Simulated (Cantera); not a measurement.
Feed: 1 mol B, 3.6 mol O2, at 72.0 mbar.

Cantera equilibrium calculation (NASA polynomials, part measured and part estimated; ideal gas, pure solids and liquids). Candidate condensed phases: B, B2O3; 10 gas species. The numbers say what is thermodynamically allowed, not how fast it happens.

x: gas mole fraction; n: condensed amount in mol.

```tsv
T (K)	x O2	x B2O3	x BO2	x O	x BO	n B2O3(l)
1148	1.00	2.15e-8	2.37e-8	2.96e-8	<1e-12	0.500
1248	1.000	5.76e-7	3.83e-7	2.48e-7	<1e-12	0.500
1348	1.000	(withheld)	(withheld)	(withheld)	<1e-12	0.500
1448	1.000	9.99e-5	3.07e-5	7.27e-6	3.93e-11	0.500
1548	0.999	0.000779	0.000177	2.84e-5	1.01e-9	0.498
1648	0.994	0.00467	0.000823	9.41e-5	1.73e-8	0.485
1748	0.974	0.0226	0.00317	0.000270	2.13e-7	0.429
1848	0.898	0.0911	0.0104	0.000669	2.02e-6	0.195
1948	0.840	0.139	(withheld)	(withheld)	(withheld)	0
2048	0.834	0.133	0.0291	0.00326	3.37e-5	0
2148	0.826	0.127	0.0411	0.00653	0.000101	0
2248	0.814	0.118	0.0555	0.0123	0.000271	0
2348	0.797	0.109	0.0720	0.0217	0.000662	0
```

Task: What belongs in the gaps?

Result: 
- 1948, x BO2: 0.0198
- 1948, x O: 0.00152
- 1948, x BO: 9.97e-6
- 1348, x B2O3: 9.28e-6
- 1348, x BO2: 4.05e-6
- 1348, x O: 1.52e-6
